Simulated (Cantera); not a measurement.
A freely propagating, adiabatic, planar premixed flame of H₂ : O₂ : N₂ = 1 : 0.357 : 1.7 (molar parts), equivalence ratio 1.4, unburnt at 348 K and 128 Torr; mixture-averaged transport, grid criteria slope 0.08 and curve 0.16, no radiation.

Cantera simulation using the H2/O2 subset of GRI-Mech 3.0, which has no nitrogen chemistry; the numbers are that mechanism's predictions, not measurements. Burning velocities carry a grid error of a few per cent, more on coarse grids.

x: mole fraction of selected species; z is measured from the peak of heat release.

```csv
z (mm),T (K),u (m/s),x H₂,x O₂,x HO₂,x O,x H,x OH
-11.9,348,2.49,0.327,0.117,<1e-8,<1e-8,<1e-8,<1e-8
-7.93,348,2.49,0.327,0.117,<1e-8,<1e-8,<1e-8,<1e-8
-5.95,348,2.49,0.327,0.117,<1e-8,<1e-8,<1e-8,<1e-8
-3.96,348,2.49,0.327,0.117,<1e-8,<1e-8,<1e-8,<1e-8
-1.98,354,2.52,0.325,0.117,4.96e-5,8.18e-7,9.22e-6,7.98e-6
-0.991,593,4.14,0.293,0.111,6.06e-5,0.000114,0.00620,0.000631
0,1021,6.91,0.187,0.0750,1.72e-5,0.00337,0.0481,0.00146
0.991,1288,8.64,0.0937,0.0199,4.15e-6,0.00587,0.0822,0.00385
1.98,1397,9.31,0.0787,0.00836,1.60e-6,0.00505,0.0820,0.00490
3.96,1511,10.00,0.0814,0.00589,9.88e-7,0.00446,0.0707,0.00593
7.93,1635,10.7,0.0865,?,?,?,?,0.00670
15.9,1760,11.4,0.0908,?,?,?,?,0.00688
31.7,1874,12.1,0.0943,0.00179,2.44e-7,0.00155,0.0307,0.00627
```

Task: Fill in the missing entries.

Result: 
- 7.93, x O₂: 0.00450
- 7.93, x HO₂: 6.69e-7
- 7.93, x O: 0.00362
- 7.93, x H: 0.0569
- 15.9, x O₂: 0.00305
- 15.9, x HO₂: 4.19e-7
- 15.9, x O: 0.00256
- 15.9, x H: 0.0430
